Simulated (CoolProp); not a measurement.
Vapour-liquid equilibrium of acetone (1) + cyclohexane (2) at 0.178 MPa; x and y are mole fractions of (1).

Values from CoolProp's multi-fluid Helmholtz-energy mixture model, Lemmon 2006 and Zhou 2014; pair parameters Bell 2016.

```json
[
 {"x": "0.05", "bubble temperature, mixture model (K)": "363.4", "bubble temperature, Raoult's law (K)": "371.8", "y, mixture model": "0.271", "y, Raoult's law": "0.101"},
 {"x": "0.15", "bubble temperature, mixture model (K)": "353.2", "bubble temperature, Raoult's law (K)": "368.0", "y, mixture model": "0.491", "y, Raoult's law": "0.274"},
 {"x": "0.25", "bubble temperature, mixture model (K)": "349.1", "bubble temperature, Raoult's law (K)": "364.6", "y, mixture model": "0.575", "y, Raoult's law": "0.417"},
 {"x": "0.35", "bubble temperature, mixture model (K)": "347.1", "bubble temperature, Raoult's law (K)": "361.5", "y, mixture model": "0.618", "y, Raoult's law": "0.537"},
 {"x": "0.45", "bubble temperature, mixture model (K)": "346.0", "bubble temperature, Raoult's law (K)": "358.7", "y, mixture model": "0.649", "y, Raoult's law": "0.639"},
 {"x": "0.55", "bubble temperature, mixture model (K)": "345.3", "bubble temperature, Raoult's law (K)": "356.1", "y, mixture model": "…", "y, Raoult's law": "0.726"},
 {"x": "0.65", "bubble temperature, mixture model (K)": "344.7", "bubble temperature, Raoult's law (K)": "353.8", "y, mixture model": "…", "y, Raoult's law": "0.801"},
 {"x": "0.75", "bubble temperature, mixture model (K)": "…", "bubble temperature, Raoult's law (K)": "351.6", "y, mixture model": "0.756", "y, Raoult's law": "0.867"},
 {"x": "0.85", "bubble temperature, mixture model (K)": "344.7", "bubble temperature, Raoult's law (K)": "349.5", "y, mixture model": "0.823", "y, Raoult's law": "0.925"},
 {"x": "0.95", "bubble temperature, mixture model (K)": "345.7", "bubble temperature, Raoult's law (K)": "347.6", "y, mixture model": "0.926", "y, Raoult's law": "0.976"}
]
```

### Question
Fill in the missing entries.

### Answer

- 0.55, y, mixture model: 0.677
- 0.65, y, mixture model: 0.711
- 0.75, bubble temperature, mixture model (K): 344.5

The largest gap from Raoult's law is -15.5 K in bubble temperature, at x = 0.25. y crosses x between x = 0.75 and 0.85: the model has an azeotrope there.

The pair parameters rest on a limited set of measurements; away from them the model extrapolates.
